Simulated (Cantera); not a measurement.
**Thermodynamics of silicon epitaxy and polysilicon growth, feed SiHCl₃ + HCl + N₂**

Input: 1 mol SiHCl₃, 3.8 mol HCl, 5.4 mol N₂, equilibrated at 1.33 mbar.

Method: chemical equilibrium by Gibbs-energy minimisation in Cantera with the NASA 1993 tables (ideal gas, pure condensed phases). Candidate condensed phases: NH₄Cl, Si, Si₃N₄; 28 gas species. N₂ is the only nitrogen source here; it is nearly inert below about 1500 K, so the nitride shown seldom forms there in practice. The tables' values for SiCl₃ are old estimates; treat these amounts as uncertain. Rates play no part.

From 1000 K to 1250 K the condensed part is Si₃N₄(s). From 1300 K to 1350 K nothing is condensed. The main Si-bearing gas is SiCl₄ at 1000 K and SiCl₂ at 1350 K.

| T (K) | log p N₂ | log p HCl | log p SiCl₄ | log p H₂ | log p SiCl₂ | log p SiCl₃ | n Si₃N₄(s) |
|---|---|---|---|---|---|---|---|
| 1000 | -3.16 | -3.38 | -3.94 | -3.99 | -7.62 | -6.47 | 0.0356 |
| 1050 | -3.16 | -3.37 | -3.95 | -4.01 | -6.92 | -6.06 | 0.0406 |
| 1100 | -3.16 | -3.36 | -3.96 | -4.03 | -6.29 | -5.70 | 0.0439 |
| 1150 | -3.16 | -3.36 | -3.98 | -4.04 | -5.72 | -5.37 | 0.0443 |
| 1200 | -3.16 | -3.35 | -4.00 | -4.05 | -5.20 | -5.07 | 0.0385 |
| 1250 | -3.16 | -3.36 | -4.06 | -4.06 | -4.74 | -4.83 | 0.0193 |
| 1300 | -3.17 | -3.35 | -4.17 | -4.10 | -4.44 | -4.69 | 0 |
| 1350 | -3.17 | -3.32 | -4.30 | -4.21 | -4.29 | -4.64 | 0 |
log p: log10 of the partial pressure in bar; n: condensed amount in mol.
